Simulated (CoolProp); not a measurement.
Vapour-liquid equilibrium of diethyl ether (1) + n-hexane (2) at 154.35 °C; x and y are mole fractions of (1).

Model: multi-fluid Helmholtz-energy mixture model, Thol 2014 and Thol 2019; pair parameters Bell 2016, in CoolProp.

```csv
x,bubble pressure (kPa),y at the bubble point,dew pressure at overall composition x (kPa),liquid density (mol/L)
0.05,881.0,0.100,849.4,6.008
0.125,969.6,0.225,897.9,6.065
0.2,1054,0.329,950.9,6.123
0.275,1136,?,1009,6.184
0.35,1217,0.499,1072,?
0.425,1296,0.571,1142,6.310
0.5,1375,0.637,1218,6.376
0.575,1454,0.698,1301,6.443
0.65,1533,0.757,1391,6.512
0.725,1614,0.812,1489,6.583
0.8,1696,0.866,1595,6.655
0.875,1780,0.917,1711,?
0.95,1866,0.967,1835,6.802
```

Problem. Complete the blanks.

Solution. 
- 0.275, y at the bubble point: 0.419
- 0.35, liquid density (mol/L): 6.246
- 0.875, liquid density (mol/L): 6.728

No azeotrope shows between x = 0.05 and 0.95.

The pair parameters rest on a limited set of measurements; away from them the model extrapolates. The gap from Raoult's law changes sign with composition, which may be real or a fault of the pair parameters; it wasn't checked against measurements.
